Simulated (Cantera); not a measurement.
A perfectly stirred reactor is fed with CH4 : CO : O2 : N2 = 1 : 0.55 : 1.75 : 6.58 (molar parts), at 8.88 atm; it is adiabatic with a 575 K inlet, and is followed from long to short residence time, starting on the burning branch (τ in s: 0.3, 0.12, 0.049, 0.02, 0.0081, 0.0033, 0.0013, 0.00054, 0.00022, 8.9e-05, 3.6e-05, 1.5e-05).

Model: GRI-Mech 3.0 (53 species, 325 reactions), integrated in Cantera.

One state of this run: T (K) = 2160; x CH4 = 0.00165; x CO = 0.0841; x O2 = 0.0103; x CH2 = 3.79e-5; x HCO = 9.09e-6; x OH = 0.00213; x C2H2 = 0.000139. x: mole fraction; the columns are a selection and need not sum to one.

### Question
Which value of τ (s) does it belong to?
(A) 0.0033
(B) 3.6e-5
(C) 1.5e-5
(D) 0.049

### Answer
B, 3.6e-5
